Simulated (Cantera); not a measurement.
An isothermal, constant-pressure homogeneous reactor starts with CH₄ : O₂ : N₂ : H₂ = 0.002 : 0.0058 : 1 : 0.01 (molar parts), equivalence ratio 1.6, at 950 K and 5.00 bar.

Model: GRI-Mech 3.0 (53 species, 325 reactions), integrated in Cantera. Below about 1000 K GRI-Mech 3.0 lacks low-temperature oxidation paths.

One state of this run: x CH₄ = 0.000700; x O₂ = 0.00134; x HCO = 8.88e-11; x HO₂ = 1.75e-6; x H = 2.96e-8; x NO₂ = 4.23e-12; x N₂O = 9.75e-9. x: mole fraction; the columns are a selection and need not sum to one.

### Question
Which value of t (s) does it belong to?
(A) 2.08e-5
(B) 2.00
(C) 0.000366
(D) 0.769

### Answer
B, 2.00
